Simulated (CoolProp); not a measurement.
n-pentane along the isotherm 346.85 °C: density (kg/m³) from the reference equation and from simpler models built on Tc = 196.5 °C, pc = 3.368 MPa, ω = 0.251; each cubic takes its own stable root.

Values from CoolProp's reference Helmholtz-energy equation of state, Thol 2019.

| p (MPa) | phase | reference |
|---|---|---|
| 0.168 | gas | 2.366 |
| 0.337 | gas | 4.778 |
| 0.505 | gas | 7.206 |
| 0.674 | gas | 9.680 |
| 0.842 | gas | 12.17 |
| 1.01 | gas | 14.70 |
| 1.18 | gas | 17.29 |
| 1.35 | gas | 19.91 |
| 1.52 | gas | 22.57 |
| 1.68 | gas | 25.11 |

Q: How far does each simpler model (ideal gas, van der Waals, Redlich-Kwong, Soave-Redlich-Kwong) lie from the reference over these 10 states: mean and median of the absolute difference, and the worst?

A: 
- ideal gas: mean 3.5 %, median 3.5 %, worst -6.4 % at 346.85 °C and 1.68 MPa
- van der Waals: mean 0.7 %, median 0.7 %, worst +1.4 % at 346.85 °C and 1.68 MPa
- Redlich-Kwong: mean 0.6 %, median 0.6 %, worst +1.2 % at 346.85 °C and 1.68 MPa
- Soave-Redlich-Kwong: mean 0.2 %, median 0.2 %, worst -0.4 % at 346.85 °C and 1.68 MPa
